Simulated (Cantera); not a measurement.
Feed: 1 mol MgO, 1.4 mol HCl, 0.1 mol H2, at 1248.15 K and 2.80 bar.

These are equilibrium values from Cantera (NASA tables, ideal gas, pure condensed phases), not measurements of a reactor. Candidate condensed phases: H2O, Mg, MgCl2, MgO, Mg(OH)2; 22 gas species. Mutual solubility and eutectic melting of coexisting phases are not modelled. Rates play no part.

Base state: HCl 0.855, H2 0.0708, H2O 0.0680, MgCl2 0.00621 (mole fractions); condensed: MgCl2(l) + MgO(s).

Q: What changes in the equilibrium state with this change: H2 from 0.1 to 3.4 mol?

A: 
| species | before | after |
|---|---|---|
| H2 | 0.0708 | 0.709 |
| HCl | 0.855 | 0.278 |
| H2O | 0.0680 | 0.00717 |
| MgCl2 | 0.00621 | 0.00621 |
| MgCl2(l), mol | 0.0873 | 0.00460 |
| MgO(s), mol | 0.904 | 0.966 |
